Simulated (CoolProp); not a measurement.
A single-stage vapour-compression cycle with carbonyl sulfide: evaporating at 239.15 K (dew point), condensing at 278.15 K (bubble point), superheat 2 K, subcooling 5 K, compressor efficiency 0.7, no pressure losses. Each further row changes one setting.

Model: reference Helmholtz-energy equation of state, Lemmon 2006, in CoolProp. It is a short technical equation, of lower accuracy than the large ones.

| case | cooling COP | pressure ratio | discharge temperature (K) | refrigerating effect (kJ/kg) | volumetric capacity (kJ/m³) |
|---|---|---|---|---|---|
| as stated | 3.76 | 3.71 | 345.5 | 257 | 1630 |
| evaporating temperature 244.15 K | 4.49 | 3.06 | 335.1 | 259 | 1970 |
| condensing temperature 273.15 K | 4.40 | 3.21 | 333.0 | 263 | 1670 |
| subcooling 10 K | 3.86 | 3.71 | 345.5 | 263 | 1670 |
| superheat 12 K | 3.69 | 3.71 | 358.4 | 264 | 1600 |
| compressor efficiency 0.6 | 3.23 | 3.71 | 360.0 | 257 | 1630 |
